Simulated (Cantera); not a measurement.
Input (Python, Cantera) and output of one run.

```python
import numpy as np
import cantera as ct

gas_names = """
    NO CO2 N2
""".split()
cond_names = """
    TaC(s) TaC(L) Ta(cr) Ta(L)
""".split()


# ... load() reads the species with a 1 bar reference pressure and builds the phases ...
species = {s.name: s for s in load("nasa_gas.yaml", gas_names) + load("nasa_condensed.yaml", cond_names)}
# Each term lists the table entries of one substance; the one whose range holds T is used.
reactions = {
    'TaC + 2 NO(g) = CO2(g) + Ta + N2(g)':
        [(-1, ['TaC(s)', 'TaC(L)']), (-2, ['NO']), (1, ['CO2']), (1, ['Ta(cr)', 'Ta(L)']), (1, ['N2'])],
}


def pick(names, T):
    return next(species[n] for n in names if species[n].thermo.min_temp <= T <= species[n].thermo.max_temp)


results = []
for label, terms in reactions.items():
    print(label)
    print("     T/K   dH/kJ  dS/(J/K)   dG/kJ   log10 K")
    for T in [300, 823, 923, 1023, 1123, 1223]:
        used = [(nu, pick(names, T)) for nu, names in terms]
        dH = sum(nu * s.thermo.h(T) for nu, s in used) / 1e6
        dS = sum(nu * s.thermo.s(T) for nu, s in used) / 1e3
        dG = dH - T * dS / 1e3
        logK = -dG * 1e6 / (ct.gas_constant * T * np.log(10))
        results.append((label, T, dH, dS, dG, logK, [s.name for _, s in used]))
        print(f"{T:8g} {dH:8.1f} {dS:8.1f} {dG:8.1f} {logK:8.2f}")
```

Output:

```
TaC + 2 NO(g) = CO2(g) + Ta + N2(g)
     T/K   dH/kJ  dS/(J/K)   dG/kJ   log10 K
     300   -432.0    -17.0   -426.8    74.32
     823   -434.4    -21.9   -416.4    26.43
     923   -434.9    -22.4   -414.2    23.44
    1023   -435.3    -22.8   -412.0    21.03
    1123   -435.7    -23.2   -409.7    19.05
    1223   -436.1    -23.5   -407.3    17.40
```

Standard-state values (1 bar) from the NASA 1993 polynomials, evaluated with Cantera. TaC: taken at fixed stoichiometry. Condensed species are held in their standard states even where they would react or evaporate.
